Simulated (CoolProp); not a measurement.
Vapour-liquid equilibrium of R113 (1) + n-hexane (2) at 140.95 °C; x and y are mole fractions of (1).

Values from CoolProp's multi-fluid Helmholtz-energy mixture model, Marx 1992 and Thol 2019; pair parameters Bell 2016.

Problem. Give the bubble pressure and the first vapour's composition at x = 0.2, 0.275, 0.65. Is there an azeotrope?

Solution. x = 0.2: 740.0 kPa, y = 0.291; x = 0.275: 776.6 kPa, y = 0.377; x = 0.65: 928.3 kPa, y = 0.720. No azeotrope shows between x = 0.05 and 0.95.

Pair parameters are fitted to limited data, so mixtures are less certain than the pure fluids.
